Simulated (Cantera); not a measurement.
A closed system holds: 1 mol SiC, 0.25 mol Si, 0.071 mol H2, at 3000 K and 75.0 Torr.

Equilibrium computed with Cantera from the NASA thermochemical tables; the gas is ideal and each condensed phase is pure. Candidate condensed phases: C, C6H6, C7H8, C8H18, Si, SiC; 87 gas species. Gases not in the tables: Si2H6 and higher silanes. Rates play no part.

Base state: Si 0.433, SiC2 0.347, Si2C 0.111, H 0.0705, H2 0.0199, Si2 0.00861, C3 0.00288, SiH 0.00270 (mole fractions); condensed: gas only.

Task: What changes in the equilibrium state with this change: pressure from 75.0 Torr to 10.0 Torr?

Result: 
| species | before | after |
|---|---|---|
| Si | 0.433 | 0.535 |
| SiC2 | 0.347 | 0.325 |
| H | 0.0705 | 0.0920 |
| Si2C | 0.111 | 0.0196 |
| C3 | 0.00288 | 0.0143 |
| H2 | 0.0199 | 0.00452 |
| Si3 | 0.000514 | 1.72e-5 |
| SiH2 | 3.69e-5 | 1.38e-6 |
